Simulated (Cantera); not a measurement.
What does this Cantera script print?

```python
import numpy as np
import cantera as ct

surf = ct.Interface("diamond.yaml", "diamond_100")
gas, bulk = surf.adjacent["gas"], surf.adjacent["diamond"]
k = surf.kinetics_species_index(bulk.species_names[0])
cover = ["c6HH", "c6H*", "c6*H", "c6**", "c6HM", "c6B"]

rows, drift = [], 0.0
print(f"{'P':>10s}{'um/h':>11s}" + "".join(f"{s:>11s}" for s in cover))
for v in [330, 570, 990, 1700, 3000, 5200, 9000, 16000]:
    T, P, xH, xCH3 = 1300, v, 0.041, 0.0013
    gas.TPX = T, P, {"H": xH, "CH3": xCH3, "CH4": 0.0089, "H2": 1 - xH - xCH3 - 0.0089}
    surf.TP = bulk.TP = T, P
    surf.coverages = "c6H*:0.1, c6HH:0.9"
    surf.advance_coverages(100.0)
    before = surf.coverages
    surf.advance_coverages(100.0)
    drift = max(drift, np.max(np.abs(surf.coverages - before) / (surf.coverages + 1e-9)))
    rate = surf.net_production_rates[k] * bulk.mean_molecular_weight / bulk.density * 3.6e9
    rows.append([rate, *surf[cover].coverages])
    print(f"{v:10.4g}{rate:11.4e}" + "".join(f"{x:11.3e}" for x in rows[-1][1:]))
```

It prints:

```
         P       um/h       c6HH       c6H*       c6*H       c6**       c6HM        c6B
       330 8.0312e-01  3.759e-01  4.934e-02  5.269e-01  4.696e-02  2.090e-04  2.179e-09
       570 1.6362e+00  3.758e-01  4.934e-02  5.267e-01  4.694e-02  3.550e-04  4.440e-09
       990 3.5073e+00  3.756e-01  4.936e-02  5.265e-01  4.693e-02  5.935e-04  9.517e-09
      1700 7.7099e+00  3.754e-01  4.938e-02  5.260e-01  4.691e-02  9.538e-04  2.092e-08
      3000 1.8100e+01  3.751e-01  4.944e-02  5.253e-01  4.689e-02  1.502e-03  4.912e-08
      5200 4.1263e+01  3.747e-01  4.956e-02  5.244e-01  4.689e-02  2.201e-03  1.120e-07
      9000 9.1106e+01  3.741e-01  4.980e-02  5.232e-01  4.691e-02  3.005e-03  2.472e-07
   1.6e+04 1.9875e+02  3.736e-01  5.030e-02  5.217e-01  4.702e-02  3.851e-03  5.393e-07
```

Computed with Cantera and the Harris–Goodwin 1993 mechanism for the reconstructed diamond (100) surface.
